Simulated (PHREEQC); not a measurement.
Dissolve 62 mmol/kgw FeCl3, 1.6 mmol/kgw Na2SeO4, 1.5 mmol/kgw H2SO4 and 38 mmol/kgw NaCl at 25 °C. Closed to the air; pH follows from the charge balance.

Computed with PHREEQC (ion-association model, wateq4f.dat).

Each row changes one thing in this solution. This is a speciation only: nothing precipitates in the calculation.

| case | pH | ionic strength (mol/kgw) | Cl- (mol/kgw) | FeCl+2 (mol/kgw) | Fe+3 (mol/kgw) | FeCl2+ (mol/kgw) | SI of Jarosite-Na (NaFe3(SO4)2(OH)6) | SI of Fe(OH)3(a) (Fe(OH)3) |
|---|---|---|---|---|---|---|---|---|
| as made | 1.93 | 0.296 | 0.186 | 0.0268 | 0.0164 | 0.00536 | -1.68 | -1.86 |
| Na2SeO4 from 0.0016 to 0.0032 mol/kgw | 1.93 | 0.301 | 0.186 | 0.0267 | 0.0164 | [?] | -1.63 | -1.85 |
| 0.0013 mol/kgw NaNO3 added | 1.93 | 0.298 | 0.186 | 0.0268 | 0.0164 | 0.00536 | -1.67 | -1.86 |
| Na2SeO4 left out | 1.92 | 0.292 | 0.186 | 0.0268 | 0.0164 | [?] | [?] | -1.87 |
| diluted 5-fold with water | [?] | 0.0694 | 0.0423 | 0.00218 | 0.00436 | 0.000171 | -1.77 | -1.09 |
| 0.002 mol/kgw (NH4)2HPO4 added | 1.97 | 0.298 | 0.188 | 0.0254 | 0.0154 | 0.00513 | -1.48 | -1.77 |

Task: What belongs in the gaps?

Result: 
- Na2SeO4 from 0.0016 to 0.0032 mol/kgw, FeCl2+ (mol/kgw): 0.00532
- Na2SeO4 left out, FeCl2+ (mol/kgw): 0.00541
- Na2SeO4 left out, SI of Jarosite-Na (NaFe3(SO4)2(OH)6): -1.73
- diluted 5-fold with water, pH: 2.28

Some of these states are supersaturated (in Hematite (slow to form), Goethite (slow to form), Strengite, for instance). H3PO4, which wateq4f.dat lacks, is added to it with the constant of phreeqc.dat.
